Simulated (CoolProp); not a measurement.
The numbers come from the reference Helmholtz-energy equation of state, Penoncello 2003 in CoolProp.

### Question
Give the vapour pressure (kPa), liquid density (kg/m³), liquid cp (kJ/(kg K)), surface tension (mN/m) of saturated CHF3 (R23) at 201.4, 209.9, 218.4 K.

### Answer
| T (K) | p (kPa) | liquid density (kg/m³) | liquid cp (kJ/(kg K)) | surface tension (mN/m) |
|---|---|---|---|---|
| 201.4 | 177 | 1410 | 1.26 | 14.9 |
| 209.9 | 269 | 1370 | 1.28 | 13.3 |
| 218.4 | 393 | 1340 | 1.31 | 11.8 |

Surface tension comes from a separate correlation (Mulero 2012).
